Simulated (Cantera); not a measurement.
Feed: 1 mol Si, 0.96 mol HCl, 3 mol H2, equilibrated at 998 K and 0.130 bar.

Method: chemical equilibrium by Gibbs-energy minimisation in Cantera with the NASA 1993 tables (ideal gas, pure condensed phases). Candidate condensed phases: Si; 19 gas species. The tables' values for SiCl3 are old estimates; treat these amounts as uncertain. Equilibrium is a limit: real reactors are often held back by kinetics, nucleation or transport.

Task: What is the equilibrium state?

Result: 
| Property | Result |
|---|---|
| x(H2) | 0.918 |
| x(SiCl4) | 0.0454 |
| x(SiHCl3) | 0.0186 |
| x(HCl) | 0.0156 |
| x(SiCl3) | 0.000911 |
| x(SiH2Cl2) | 0.000816 |
| x(SiCl2) | 0.000448 |
| x(SiH3Cl) | 9.15e-6 |
| n(Si(s)) | 0.754 mol |
| gas amount | 3.717 mol |
